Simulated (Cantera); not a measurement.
A closed system holds: 1 mol Fe₂O₃, 300 mol H₂, equilibrated at 952 °C and 10.0 mbar.

Method: chemical equilibrium by Gibbs-energy minimisation in Cantera with the NASA 1993 tables (ideal gas, pure condensed phases). Candidate condensed phases: Fe, FeO, Fe(OH)₂, Fe(OH)₃, Fe₂O₃, Fe₃O₄, H₂O; 12 gas species. Equilibrium is a limit: real reactors are often held back by kinetics, nucleation or transport.

Base state: H₂ 0.990, H₂O 0.01000 (mole fractions); condensed: Fe(γ).

Task: What changes in the equilibrium state with this change: temperature from 952 °C to 2000 °C?

Result: 
```csv
species,before,after
H₂,0.990,0.904
H,3.10e-6,0.0799
H₂O,0.01000,0.00940
Fe,1.13e-8,0.00636
OH,<1e-9,0.000129
"Fe(γ), mol",2.00,0
```
